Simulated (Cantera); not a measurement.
An isothermal, constant-pressure homogeneous reactor starts with CH4 : CO2 = 1 : 1.3 (molar parts), at 1250 K and 1.01 bar. Integrator tolerance rtol = 1e-08.

Model: GRI-Mech 3.0 (53 species, 325 reactions), integrated in Cantera.

| quantity | before | after |
|---|---|---|
| x(CH4) at 200 s | 0.249 (gas-phase equilibrium 0.000162) | 0.513 (gas-phase equilibrium 0.460) |
| x(CO2) at 200 s | 0.376 (gas-phase equilibrium 0.0302) | 0.0446 (gas-phase equilibrium 7.83e-7) |
| x(OH) at 200 s | 1.18e-9 (gas-phase equilibrium 3.04e-10) | 6.46e-10 (gas-phase equilibrium <1e-12) |
| x(C2H2) at 200 s | 0.0480 (gas-phase equilibrium 7.07e-10) | 0.0495 (gas-phase equilibrium 0.0163) |
| x(HO2) at 200 s | <1e-12 (gas-phase equilibrium <1e-12) | <1e-12 (gas-phase equilibrium <1e-12) |
| x(CO) at 200 s | 0.124 (gas-phase equilibrium 0.505) | 0.0661 (gas-phase equilibrium 0.194) |
| x(O) at 200 s | <1e-12 (gas-phase equilibrium <1e-12) | <1e-12 (gas-phase equilibrium <1e-12) |

### Question
Name the change that produced these shifts.
A) temperature 1250 to 2150 K
B) CO2 1.3 to 0.15 parts
C) pressure from 1.01 bar to 105 Torr
D) temperature 1250 to 1723 K

### Answer
B, CO2 1.3 to 0.15 parts
